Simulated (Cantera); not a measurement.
# Equilibrium for boron, boron nitride and boron oxide: B2O3 + H2O + N2

Charge: 1 mol B2O3, 8.8 mol H2O, 9 mol N2, at 1875 K.

These are equilibrium values from Cantera (NASA tables, ideal gas, pure condensed phases), not measurements of a reactor. Candidate condensed phases: B, BN, B2O3, B3O3H3, H2O; 39 gas species. Rates play no part.

| P (Pa) | log p N2 | log p H2O | log p HBO2 | log p H2 | log p O2 | log p H | log p OH |
|---|---|---|---|---|---|---|---|
| 10 | -4.33 | -4.44 | -5.02 | -5.49 | -5.86 | -5.93 | -5.99 |
| 46 | -3.66 | -3.75 | -4.34 | -5.02 | -5.41 | -5.69 | -5.53 |
| 220 | -2.98 | -3.06 | -3.66 | -4.55 | -4.96 | -5.46 | -5.07 |
| 1000 | -2.32 | -2.39 | -3.00 | -4.11 | -4.52 | -5.24 | -4.63 |
| 4600 | -1.66 | -1.72 | -2.33 | -3.66 | -4.09 | -5.01 | -4.19 |
| 22000 | -0.98 | -1.04 | -1.65 | -3.20 | -3.64 | -4.78 | -3.73 |
| 100000 | -0.32 | -0.38 | -0.99 | -2.75 | -3.21 | -4.56 | -3.30 |
log p: log10 of the partial pressure in bar; nothing condenses.

From 0.0750 Torr to 750 Torr nothing is condensed. The main B-bearing gas is HBO2 throughout.
